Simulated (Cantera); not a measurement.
Charge: 1 mol Si2H6, 24 mol N2, 0.01 mol Cl2, held at 1450 K and 18.8 Torr.

These are equilibrium values from Cantera (NASA tables, ideal gas, pure condensed phases), not measurements of a reactor. Candidate condensed phases: NH4Cl, Si, Si3N4; 28 gas species. The feed counts by its element totals alone. N2 is the only nitrogen source here; it is nearly inert below about 1500 K, so the nitride shown seldom forms there in practice. Equilibrium is a limit: real reactors are often held back by kinetics, nucleation or transport.

Base state: N2 0.883, H2 0.116, HCl 0.000779, H 2.04e-5 (mole fractions); condensed: Si3N4(s).

Task: What changes in the equilibrium state with this change: Si2H6 replaced by SiH4?

Result: 
```csv
species,before,after
N2,0.883,0.921
H2,0.116,0.0785
HCl,0.000779,0.000789
H,2.04e-5,1.68e-5
"Si3N4(s), mol",0.667,0.333
```
